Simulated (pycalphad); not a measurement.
Source of the numbers: pycalphad with the COST 507 light-alloy database (1999); pressure 1 atm. These are 1990s assessments: newer ones move some temperatures and phases. Not assessed as a whole: an extrapolation from subsystems, which can miss ternary compounds. Phase fractions are per mole of atoms.

Question: Give the equilibrium state of Al-11.09Si-11.81Sn (at.%) at 550 K.

Answer: 
```
T = 550.00 K, P = 101325 Pa, N = 1 mol of atoms
G = -18715 J/mol, H = 7491 J/mol, S = 47.65 J/(mol K)  (SER reference)
chemical potentials (J/mol): Al -17724, Si -12177, Sn -31327
phase             fraction      x(Al)      x(Si)      x(Sn)
FCC_A1              0.7671     0.9995   0.000374   9.64e-05
LIQUID              0.1223     0.0348   2.54e-06     0.9652
DIAMOND_A4          0.1106   1.45e-10     1.0000    2.4e-07
```

Question: Give the equilibrium state of Al-11.09Si-11.81Sn (at.%) at 850 K.

Answer: liquid, fraction 0.979, with 9.2 Si, 12.1 Sn at.%; diamond (Si), fraction 0.021, with >99.99 Si, <0.01 Sn at.%.

FCC_A1 is fcc; DIAMOND_A4 is diamond (Si).
